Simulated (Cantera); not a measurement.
Input (Python, Cantera) and output of one run.

```python
import numpy as np
import cantera as ct

gas_names = """
    C CN CO CO2 C2 CCN CNC C2N2 C2O C3 C3O2 C4 C4N2 C5 N NCO NO NO2 NO3 N2 N2O O O2 O3 Si SiC SiC2 SiN
    SiO SiO2 Si2 Si2C Si2N Si3
""".split()
cond_names = """
    C(gr) Si(cr) Si(L) SiC(b) SiO2(Lqz) SiO2(hqz) SiO2(L) Si2N2O(s) Si3N4(a)
""".split()


# ... load() reads the species with a 1 bar reference pressure and builds the phases ...
atoms = {
    'Si': {'Si': 1},
    'CO2': {'C': 1, 'O': 2},
    'N2': {'N': 2},
}
top_T = {'C(gr)': 4500, 'SiC(b)': 3050, 'Si2N2O(s)': 2100, 'Si3N4(a)': 2400}  # K; cautious upper limits of use, not melting points


# ... equilibrate(T, P, feed) seeds the gas with the atoms and calls Mixture.equilibrate('TP', solver="vcs", rtol=1e-11, max_steps=5000) ...
results = []
feed = {'Si': 1, 'CO2': 1.6, 'N2': 13}  # mol
P = 610000  # Pa
for T in [623, 648, 673, 698, 723, 748, 773, 798, 823, 848, 873, 898, 923]:
    mix = equilibrate(T, P, feed)
    results.append((T, P, feed, dict(zip(mix.species_names, mix.species_moles))))

top = {s: max(r[3][s] / sum(r[3][g] for g in gas_names) for r in results) for s in gas_names}
cols = sorted((s for s in top if top[s] > 0.0001), key=lambda s: -top[s])[:6]
seen = [c for c in cond_names if any(r[3].get(c, 0) > 1e-12 for r in results)]
print("log10 of partial pressures in bar; condensed amounts in mol")
print(f"{'T/K':>10s}" + "".join(f"{s[:9]:>10s}" for s in cols + seen))
for T, P, feed, n in results:
    ng = sum(n[g] for g in gas_names)
    print(f"{T:10.4g}" + "".join(f"{np.log10(max(n[s] / ng * P / 1e5, 1e-99)):10.3f}" for s in cols)
          + "".join(f"{n.get(c, 0):10.4g}" for c in seen))
```

It prints:

```
log10 of partial pressures in bar; condensed amounts in mol
       T/K        N2       CO2        CO     C(gr) SiO2(Lqz) SiO2(hqz)
       623     0.766    -0.571    -2.887    0.9986         1         0
       648     0.766    -0.572    -2.607    0.9972         1         0
       673     0.766    -0.574    -2.349     0.995         1         0
       698     0.765    -0.577    -2.110    0.9913         1         0
       723     0.765    -0.581    -1.888    0.9856         1         0
       748     0.765    -0.588    -1.683    0.9768         1         0
       773     0.765    -0.598    -1.493    0.9641         1         0
       798     0.764    -0.613    -1.318    0.9461         1         0
       823     0.763    -0.633    -1.157    0.9218         1         0
       848     0.762    -0.661    -1.010    0.8901         0         1
       873     0.761    -0.699    -0.877    0.8505         0         1
       898     0.759    -0.749    -0.759    0.8031         0         1
       923     0.758    -0.813    -0.656    0.7493         0         1
```

Method: chemical equilibrium by Gibbs-energy minimisation in Cantera with the NASA 1993 tables (ideal gas, pure condensed phases).
